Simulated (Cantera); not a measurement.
**Ammonia decomposition in nitride growth gas**

A perfectly stirred reactor is fed with NH3 : H2 = 0.23 : 2.2 (molar parts), at 33.0 Torr; it is held at 2348 K, and followed from long to short residence time.

Detailed kinetics in Cantera: the gas-phase N/H chemistry of the illustrative SiF4/NH3 mechanism in the Surface Chemkin manual (1991). Walls and surfaces, which speed up NH3 decomposition in real reactors, are not modelled.

| τ (s) | x NH3 | x H2 | x N2H4 | x NH2 | x N2H2 | x N2 |
|---|---|---|---|---|---|---|
| 6.1 | 4.55e-5 | 0.904 | <1e-12 | 8.59e-6 | 9.06e-10 | 0.0420 |
| 2.9 | 7.54e-5 | 0.907 | <1e-12 | 1.33e-5 | 2.12e-9 | 0.0421 |
| 1.4 | 0.000145 | 0.914 | <1e-12 | 2.23e-5 | 5.50e-9 | 0.0422 |
| 0.69 | 0.000407 | 0.925 | 3.65e-12 | 4.45e-5 | 1.82e-8 | 0.0423 |
| 0.33 | 0.00276 | 0.941 | 3.21e-11 | 0.000131 | 9.23e-8 | 0.0416 |
| 0.16 | 0.0115 | 0.943 | 1.54e-10 | 0.000287 | 2.69e-7 | 0.0376 |
| 0.078 | 0.0260 | 0.937 | 4.00e-10 | 0.000463 | 5.34e-7 | 0.0310 |
| 0.038 | 0.0443 | 0.928 | 7.68e-10 | 0.000641 | 8.70e-7 | 0.0225 |
| 0.018 | 0.0633 | 0.918 | 1.17e-9 | 0.000793 | 1.19e-6 | 0.0138 |
| 0.0089 | 0.0773 | 0.911 | 1.43e-9 | 0.000873 | 1.34e-6 | 0.00739 |
| 0.0043 | 0.0866 | 0.906 | 1.42e-9 | 0.000873 | 1.22e-6 | 0.00316 |
x: mole fraction; the columns are a selection and need not sum to one.
